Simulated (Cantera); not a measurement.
Feed: 1 mol AlCl₃, 5.6 mol O₂, 1.4 mol H₂, equilibrated at 1148 K and 13.3 mbar.

Equilibrium computed with Cantera from the NASA thermochemical tables; the gas is ideal and each condensed phase is pure. Kinetics and transport are ignored.

| species | before | after |
|---|---|---|
| O₂ | 0.619 | 0.409 |
| HCl | 0.307 | 0.324 |
| H₂O | 0.0291 | 0.261 |
| Cl₂ | 0.0399 | 0.00403 |
| ClO | 1.84e-5 | 4.76e-6 |
| Cl | 0.00463 | 0.00147 |
| Al₂O₃(s), mol | 0.500 | 0.500 |
Gas species are given as mole fractions.

Q: Which change was made?
A) H₂ from 1.4 to 3.8 mol
B) H₂ from 1.4 to 1.6 mol
C) temperature from 1148 K to 2175 K
D) pressure from 13.3 mbar to 0.100 bar

A: A, H₂ from 1.4 to 3.8 mol
